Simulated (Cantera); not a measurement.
Standard-state values (1 bar) from the NASA 1993 polynomials, evaluated with Cantera. Values are per mole of reaction as written; species without (g) are pure solids or liquids, kept so even where they would boil at 1 bar.

Task: Between 300 and 2273 K, where is each reaction favourable under standard conditions?
- Zr + O2(g) ⇌ ZrO2(g)
- 4 Al + O2(g) ⇌ 2 Al2O(g)
- 2 Ti + O2(g) ⇌ 2 TiO(g)

Result: 
- Zr + O2(g) ⇌ ZrO2(g): ΔG° is -295 kJ at 300 K and -328 kJ at 2273 K; it stays negative (K > 1). ΔH° is -332 kJ and ΔS° -1 J/K at 2273 K.
- 4 Al + O2(g) ⇌ 2 Al2O(g): ΔG° is -346 kJ at 300 K and -570 kJ at 2273 K; it stays negative (K > 1). ΔH° is -407 kJ and ΔS° 72 J/K at 2273 K.
- 2 Ti + O2(g) ⇌ 2 TiO(g): ΔG° is 49 kJ at 300 K and -283 kJ at 2273 K; it changes sign between 300 and 873 K. ΔH° is 14 kJ and ΔS° 131 J/K at 2273 K.
